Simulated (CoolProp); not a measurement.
o-xylene along the isobar 0.202 MPa: density (kg/m³) from the reference equation and from simpler models built on Tc = 357.1 °C, pc = 3.737 MPa, ω = 0.312; each cubic takes its own stable root.

Computed with CoolProp (reference Helmholtz-energy equation of state, Zhou 2012).

```csv
T (°C),phase,reference
85.95,liquid,823.7
104.15,liquid,807.4
122.35,liquid,790.6
140.55,liquid,773.3
158.75,liquid,755.4
176.95,gas,6.175
195.15,gas,5.864
213.35,gas,5.592
231.55,gas,5.351
249.75,gas,5.134
267.95,gas,4.937
```

Problem. How far does each simpler model (van der Waals, Redlich-Kwong, Soave-Redlich-Kwong, Peng-Robinson) lie from the reference over these 11 states: mean and median of the absolute difference, and the worst?

Solution. 
- van der Waals: mean 46.2 %, median 3.7 %, worst -99.2 % at 158.75 °C and 0.202 MPa
- Redlich-Kwong: mean 15.2 %, median 2.4 %, worst -99.2 % at 158.75 °C and 0.202 MPa
- Soave-Redlich-Kwong: mean 5.7 %, median 1.7 %, worst -11.6 % at 158.75 °C and 0.202 MPa
- Peng-Robinson: mean 0.4 %, median 0.2 %, worst -1.4 % at 176.95 °C and 0.202 MPa

At some of these states van der Waals, Redlich-Kwong gives the other phase, because its saturation line lies elsewhere.
